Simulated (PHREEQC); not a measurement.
Solution (51 °C): 14 mmol/kgw Cu(BF4)2. Closed to the air; pH follows from the charge balance.

Model: ion-association model, wateq4f.dat, run in PHREEQC.

Each row changes one thing in this solution. This is a speciation only: nothing precipitates in the calculation.

| case | pH | ionic strength (mol/kgw) | HF (mol/kgw) | F- (mol/kgw) | HF2- (mol/kgw) | H2F2 (mol/kgw) |
|---|---|---|---|---|---|---|
| as made | 2.88 | 0.0427 | 0.00747 | 0.00286 | 9.39e-5 | 5.49e-5 |
| temperature from 51 to 40 °C | 2.85 | 0.0429 | 0.00623 | 0.00277 | 7.33e-5 | 5.86e-5 |
| temperature from 51 to 35 °C | 2.84 | 0.0429 | [?] | 0.00274 | 6.50e-5 | [?] |
| Cu(BF4)2 replaced by NH4BF4 at the same molality | 2.99 | 0.0152 | [?] | 0.00276 | 7.29e-5 | 3.60e-5 |
| 0.01 mol/kgw NaCl added | 2.88 | 0.0518 | 0.00743 | 0.00289 | 9.46e-5 | 5.45e-5 |
| Cu(BF4)2 replaced by KHF2 at the same molality | 3.37 | 0.0145 | 0.0125 | 0.0137 | [?] | 0.000152 |
| diluted 100-fold with water | 3.48 | 0.000761 | 0.000491 | 0.000619 | 1.32e-6 | 2.35e-7 |

Question: Complete the blanks.

Answer: 
- temperature from 51 to 35 °C, HF (mol/kgw): 0.00574
- temperature from 51 to 35 °C, H2F2 (mol/kgw): 6.01e-5
- Cu(BF4)2 replaced by NH4BF4 at the same molality, HF (mol/kgw): 0.00606
- Cu(BF4)2 replaced by KHF2 at the same molality, HF2- (mol/kgw): 0.000747

Species that the database lacks are ignored. Away from 25 °C the constants follow the database's enthalpies or fits; those with neither stay at their 25 °C values. Real BF4- forms and hydrolyses slowly; the run takes it at equilibrium.
